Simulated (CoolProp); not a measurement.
Properties of sulfur dioxide along the isobar 34.9 MPa (Tc = 430.6 K, pc = 7.887 MPa, ω = 0.256).

The numbers come from the reference Helmholtz-energy equation of state, Gao 2016 in CoolProp.

```csv
T (K),phase,density (kg/m³),cp (kJ/(kg K)),isothermal compressibility (1/MPa)
328,liquid,1359,1.327,0.001372
345.9,liquid,1316,1.337,0.001631
363.9,liquid,1272,1.350,0.001963
381.8,liquid,1226,1.366,0.002387
399.7,liquid,1178,1.384,0.002937
417.7,liquid,1127,1.405,0.003660
435.6,supercritical,1075,1.429,0.004602
453.5,supercritical,1021,1.453,0.005828
471.5,supercritical,963.7,1.477,0.007415
489.4,supercritical,905.5,1.498,0.009390
```
